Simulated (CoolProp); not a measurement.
Saturated liquid density (kg/m³) of cyclopentane: the reference equation beside estimates from Tc = 511.7 K, pc = 4583 kPa, ω = 0.202.

Values from CoolProp's reference Helmholtz-energy equation of state, Gedanitz 2015.

```tsv
T (K)	reference	Redlich-Kwong	Soave-Redlich-Kwong
304.6	734.0	688.0	702.9
320.1	718.2	671.2	687.4
335.7	701.8	653.1	670.6
351.2	684.8	634.1	652.7
366.8	667.0	613.7	633.3
382.3	648.4	592.0	612.3
397.9	628.6	568.6	589.4
413.4	607.6	543.4	564.4
428.9	585.1	516.0	536.7
444.5	560.2	485.6	505.6
460	532.4	451.7	470.3
475.6	499.4	412.2	428.5
491.1	456.6	364.1	376.8
```

Absolute difference from the reference over all 13 rows, mean and median: Redlich-Kwong 10.9 and 9.5 %, Soave-Redlich-Kwong 7.9 and 6.2 %.
